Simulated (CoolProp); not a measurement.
Sulfur hexafluoride along the isotherm 265.7 K: Z from the reference equation and from simpler models built on Tc = 318.7 K, pc = 3.755 MPa, ω = 0.210; each cubic takes its own stable root.

Values from CoolProp's reference Helmholtz-energy equation of state, Guder 2009.

| p (MPa) | phase | reference | van der Waals | Redlich-Kwong | Soave-Redlich-Kwong | Peng-Robinson |
|---|---|---|---|---|---|---|
| 1.88 | liquid | 0.07673 | [?] | 0.08608 | [?] | 0.07291 |
| 3.75 | liquid | 0.1511 | 0.2300 | 0.1665 | 0.1609 | 0.1423 |
| 5.63 | liquid | 0.2244 | 0.3340 | [?] | 0.2368 | 0.2097 |
| 7.51 | liquid | 0.2963 | 0.4344 | 0.3185 | 0.3104 | 0.2753 |
| 9.39 | liquid | 0.3672 | 0.5322 | 0.3912 | [?] | 0.3394 |
| 11.3 | liquid | 0.4382 | 0.6295 | 0.4635 | 0.4538 | 0.4033 |
| 13.1 | liquid | 0.5043 | [?] | 0.5302 | 0.5200 | [?] |
| 15 | liquid | 0.5733 | 0.8133 | 0.5995 | 0.5889 | 0.5242 |
| 16.9 | liquid | 0.6417 | 0.9058 | 0.6678 | 0.6568 | 0.5851 |
| 18.8 | liquid | 0.7094 | [?] | 0.7352 | 0.7239 | 0.6452 |

Q: Complete the blanks.

A: 
- 1.88, van der Waals: 0.1211
- 1.88, Soave-Redlich-Kwong: 0.08265
- 5.63, Redlich-Kwong: 0.2438
- 9.39, Soave-Redlich-Kwong: 0.3823
- 13.1, van der Waals: 0.7196
- 13.1, Peng-Robinson: 0.4626
- 18.8, van der Waals: 0.9973
